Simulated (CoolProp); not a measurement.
Ethanol along the isobar 4.22 bar: fugacity coefficient from the reference equation and from simpler models built on Tc = 514.7 K, pc = 62.68 bar, ω = 0.644; each cubic takes its own stable root.

Computed with CoolProp (reference Helmholtz-energy equation of state, Schroeder 2014).

```csv
T (K),phase,reference
393.9,gas,0.9254
416.1,gas,0.9432
438.3,gas,0.9561
460.5,gas,0.9656
482.8,gas,0.9727
505,gas,0.9781
527.2,gas,0.9822
549.4,gas,0.9854
571.6,gas,0.9880
593.9,gas,0.9900
616.1,gas,0.9916
```

**Question.** How far does each simpler model (van der Waals, Redlich-Kwong, Soave-Redlich-Kwong, Peng-Robinson) lie from the reference over these 11 states: mean and median of the absolute difference, and the worst?

**Answer.** 
- van der Waals: mean 1.0 %, median 0.4 %, worst +4.0 % at 393.9 K and 4.22 bar
- Redlich-Kwong: mean 0.7 %, median 0.5 %, worst +2.8 % at 393.9 K and 4.22 bar
- Soave-Redlich-Kwong: mean 0.4 %, median 0.3 %, worst +1.5 % at 393.9 K and 4.22 bar
- Peng-Robinson: mean 0.5 %, median 0.5 %, worst +1.2 % at 393.9 K and 4.22 bar
